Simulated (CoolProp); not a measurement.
n-perfluorobutane along the isotherm 417.8 K: density (kg/m³) from the reference equation and from simpler models built on Tc = 386.3 K, pc = 2322 kPa, ω = 0.372; each cubic takes its own stable root.

Values from CoolProp's reference Helmholtz-energy equation of state, Gao 2022.

```
p (kPa)          phase  reference
-------  -------------  ---------
909                gas      69.45
1820               gas      161.5
2730     supercritical      303.1
3640     supercritical      555.7
4550     supercritical      791.1
5450     supercritical      906.3
6360     supercritical      975.1
7270     supercritical       1023
8180     supercritical       1060
9090     supercritical       1091
10000    supercritical       1116
```

### Question
How far does each simpler model (ideal gas, Redlich-Kwong) lie from the reference over these 11 states: mean and median of the absolute difference, and the worst?

### Answer
- ideal gas: mean 43.7 %, median 47.1 %, worst -60.6 % at 417.8 K and 4550 kPa
- Redlich-Kwong: mean 4.6 %, median 4.7 %, worst +8.2 % at 417.8 K and 3640 kPa
